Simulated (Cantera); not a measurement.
An isothermal, constant-pressure homogeneous reactor starts with NO : N₂ = 1 : 2.9 (molar parts), at 1900 K and 42000 Pa. Integrator tolerance rtol = 1e-08.

Cantera simulation using GRI-Mech 3.0 (53 species, 325 reactions); the numbers are that mechanism's predictions, not measurements.

```csv
quantity,before,after
x(NO) at 20.0 s,0.0234 (gas-phase equilibrium 0.00468),0.0200 (gas-phase equilibrium 0.00214)
x(NO₂) at 20.0 s,2.32e-5 (gas-phase equilibrium 4.82e-6),7.07e-6 (gas-phase equilibrium 9.53e-7)
x(N₂O) at 20.0 s,3.83e-7 (gas-phase equilibrium 1.81e-7),2.40e-7 (gas-phase equilibrium 8.75e-8)
x(O) at 20.0 s,0.000158 (gas-phase equilibrium 0.000164),5.65e-5 (gas-phase equilibrium 7.10e-5)
x(N₂) at 20.0 s,0.860 (gas-phase equilibrium 0.869),0.965 (gas-phase equilibrium 0.974)
x(O₂) at 20.0 s,0.116 (gas-phase equilibrium 0.126),0.0145 (gas-phase equilibrium 0.0235)
```

Name the change that produced these shifts.
(A) temperature 1900 to 1450 K
(B) N2 2.9 to 5 parts
(C) NO 1 to 0.15 parts
(D) N2 2.9 to 1.2 parts

C, NO 1 to 0.15 parts
